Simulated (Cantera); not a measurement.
An isothermal plug-flow reactor at 525 K and 5.00 bar (inlet), inlet velocity 1.4 m/s, active area per volume 1900 1/m; feed H2 : O2 : N2 : H2O = 0.014 : 0.064 : 0.79 : 0.092 (molar parts), equivalence ratio 0.11.

Model: Deutschmann's 1995 Pt surface mechanism with GRI-Mech 3.0 gas chemistry, integrated in Cantera. Catalytic surfaces can have several steady states; this one follows from the mechanism file's or the stated starting coverage. Mass transfer to the wall is taken as infinitely fast.

**Question.** What does this change do: inlet velocity 1.4 to 2.4 m/s?

**Answer.** 
```
quantity                  before     after
----------------------  --------  --------
x(H2) at z = 0.01 m     0.000104  0.000179
x(O2) at z = 0.01 m       0.0599    0.0599
x(H2O) at z = 0.01 m       0.111     0.111
θ(free Pt) at the exit   0.00264   0.00451
θ(O*) at the exit          0.962     0.949
θ(OH*) at the exit        0.0353    0.0458
```

**Question.** What does this change do: temperature 525 to 775 K?

**Answer.** 
| quantity | before | after |
|---|---|---|
| x(H2) at z = 0.01 m | 0.000104 | 6.84e-7 |
| x(O2) at z = 0.01 m | 0.0599 | 0.0598 |
| x(H2O) at z = 0.01 m | 0.111 | 0.111 |
| θ(free Pt) at the exit | 0.00264 | 0.0152 |
| θ(O*) at the exit | 0.962 | 0.974 |
| θ(OH*) at the exit | 0.0353 | 0.0111 |

**Question.** What does this change do: area per volume 1900 to 400 1/m?

**Answer.** 
```csv
quantity,before,after
x(H2) at z = 0.01 m,0.000104,0.000488
x(O2) at z = 0.01 m,0.0599,0.0600
x(H2O) at z = 0.01 m,0.111,0.111
θ(free Pt) at the exit,0.00264,0.0123
θ(O*) at the exit,0.962,0.913
θ(OH*) at the exit,0.0353,0.0741
```
